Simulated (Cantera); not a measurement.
Input (Python, Cantera) and output of one run.

```python
import numpy as np
import cantera as ct

gas_names = """
    CL CL2 H HCL H2 Si SiCL SiCL2 SiCL3 SiCL4 SiH SiHCL3 SiH2 SiH2CL2 SiH3 SiH3CL SiH4 Si2 Si3
""".split()
cond_names = """
    Si(cr) Si(L)
""".split()


def load(file, names, dense=False):
    # The tables refer to 1 bar. Condensed volumes are neglected.
    table = {s.name: s for s in ct.Species.list_from_file(file)}
    out = []
    for n in names:
        d = dict(table[n].input_data)
        d["thermo"] = dict(d["thermo"], **{"reference-pressure": 1e5})
        if dense:
            d["equation-of-state"] = {"model": "constant-volume", "density": "1e6 g/cm^3"}
        out.append(ct.Species.from_dict(d))
    return out


gas = ct.Solution(thermo="ideal-gas", species=load("nasa_gas.yaml", gas_names))
cond = {s.name: ct.Solution(thermo="fixed-stoichiometry", species=[s], name=s.name)
        for s in load("nasa_condensed.yaml", cond_names, dense=True)}
atoms = {
    'SiH2Cl2': {'Si': 1, 'H': 2, 'CL': 2},
    'H2': {'H': 2},
}
top_T = {}  # K; cautious upper limits of use, not melting points


def equilibrate(T, P, feed):
    n = {}
    for name, mol in feed.items():
        for a, k in atoms[name].items():
            n[a] = n.get(a, 0.0) + k * mol
    gas.TPX = T, P, n
    mass = sum(n.values()) * gas.mean_molecular_weight
    gas.equilibrate("TP")
    valid = [c for c in cond.values() if c.min_temp <= T <= top_T.get(c.name, c.max_temp)]
    mix = ct.Mixture([(gas, mass / gas.mean_molecular_weight)] + [(c, 0.0) for c in valid])
    mix.T, mix.P = T, P
    mix.equilibrate("TP", solver="vcs", rtol=1e-11, max_steps=5000)
    return mix


results = []
feed = {'SiH2Cl2': 1, 'H2': 5}  # mol
T = 1423  # K
for P in [100, 460, 2100, 9600, 44000, 200000]:
    mix = equilibrate(T, P, feed)
    results.append((T, P, feed, dict(zip(mix.species_names, mix.species_moles))))
    x = sorted(zip(gas.X, gas.species_names), reverse=True)
    print(f"T = {T:g} K  P = {P:g} Pa  gas = {mix.phase_moles(0):.4g} mol")
    print("   x: " + "  ".join(f"{s} {v:.3e}" for v, s in x if v > 0.001))
    print("   condensed (mol): " + ("  ".join(f"{mix.phase(i).name} {mix.phase_moles(i):.4g}"
          for i in range(1, mix.n_phases) if mix.phase_moles(i) > 1e-12) or "none"))
```

It prints:

```
T = 1423 K  P = 100 Pa  gas = 6.994 mol
   x: H2 7.891e-01  HCL 1.372e-01  SiCL2 7.184e-02  SiCL3 1.475e-03
   condensed (mol): Si(cr) 0.4859
T = 1423 K  P = 460 Pa  gas = 6.984 mol
   x: H2 7.913e-01  HCL 1.352e-01  SiCL2 6.963e-02  SiCL3 3.018e-03
   condensed (mol): Si(cr) 0.4872
T = 1423 K  P = 2100 Pa  gas = 6.959 mol
   x: H2 7.964e-01  HCL 1.304e-01  SiCL2 6.435e-02  SiCL3 5.729e-03  SiCL4 2.018e-03
   condensed (mol): Si(cr) 0.4911
T = 1423 K  P = 9600 Pa  gas = 6.9 mol
   x: H2 8.079e-01  HCL 1.196e-01  SiCL2 5.334e-02  SiCL3 9.244e-03  SiCL4 6.340e-03  SiHCL3 3.325e-03
   condensed (mol): Si(cr) 0.4996
T = 1423 K  P = 44000 Pa  gas = 6.799 mol
   x: H2 8.267e-01  HCL 1.009e-01  SiCL2 3.708e-02  SiCL4 1.404e-02  SiCL3 1.147e-02  SiHCL3 8.935e-03
   condensed (mol): Si(cr) 0.5076
T = 1423 K  P = 200000 Pa  gas = 6.681 mol
   x: H2 8.475e-01  HCL 7.787e-02  SiCL4 2.158e-02  SiCL2 2.156e-02  SiHCL3 1.823e-02  SiCL3 1.084e-02  SiH2CL2 2.349e-03
   condensed (mol): Si(cr) 0.5012
```

Cantera equilibrium calculation (NASA polynomials, part measured and part estimated; ideal gas, pure solids and liquids). The tables' values for SiCl3, SiCl are old estimates; treat these amounts as uncertain.
